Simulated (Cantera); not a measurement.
A closed system holds: 1 mol Fe2O3, a varied amount of HCl, at 677 °C and 100000 Pa.

Equilibrium computed with Cantera from the NASA thermochemical tables; the gas is ideal and each condensed phase is pure. Candidate condensed phases: Fe, FeCl2, FeCl3, FeO, Fe(OH)2, Fe(OH)3, Fe2O3, Fe3O4, H2O; 22 gas species. Rates play no part.

Question: What share of the Fe ends up in condensed phases as a function of n(HCl) (mol), at 12, 16, 22, 29, 38, 50, 66?

Answer: 
```tsv
n(HCl) (mol)	Fe condensed (%)	as
12	78.2	Fe2O3(s)
16	71.0	Fe2O3(s)
22	60.1	Fe2O3(s)
29	47.4	Fe2O3(s)
38	31.0	Fe2O3(s)
50	9.2	Fe2O3(s)
66	0.0	-
```
